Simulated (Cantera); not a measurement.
A closed system holds: 1 mol Al2O3, 0.96 mol H2O, held at 2398 K and 1.40 bar.

Equilibrium computed with Cantera from the NASA thermochemical tables; the gas is ideal and each condensed phase is pure. Candidate condensed phases: Al, Al2O3, H2O; 19 gas species. Gases not in the tables: Al(OH)3. Rates play no part.

Base state: H2O 0.945, H2 0.0276, OH 0.0139, O2 0.0105, H 0.00221, O 0.000744, AlO2H 2.47e-5 (mole fractions); condensed: Al2O3(l).

**Question.** What changes in the equilibrium state with this change: temperature from 2398 K to 800 K?

**Answer.** 
```csv
species,before,after
H2O,0.945,1.00
H2,0.0276,1.57e-9
OH,0.0139,<1e-9
O2,0.0105,<1e-9
AlO2H,2.47e-5,<1e-9
H,0.00221,<1e-9
O,0.000744,<1e-9
"Al2O3(l), mol",1.000,0
"Al2O3(s), mol",0,1.00
```

**Question.** What changes in the equilibrium state with this change: 1.7 mol Cl2 added?

**Answer.** 
| species | before | after |
|---|---|---|
| HCl | 0 | 0.466 |
| Cl | 0 | 0.353 |
| O2 | 0.0105 | 0.120 |
| H2O | 0.945 | 0.0182 |
| Cl2 | 0 | 0.0251 |
| H2 | 0.0276 | 0.000157 |
| OH | 0.0139 | 0.00354 |
| AlCl3 | 0 | 0.00841 |
| ClO | 0 | 0.00170 |
| AlOCl | 0 | 0.000416 |
| AlCl2 | 0 | 0.000168 |
| HOCl | 0 | 9.81e-5 |
| H | 0.00221 | 0.000167 |
| Al2O3(l), mol | 1.000 | 0.983 |
The tables' values for AlCl2 are old estimates; treat these amounts as uncertain. Further candidate phases: AlCl3.
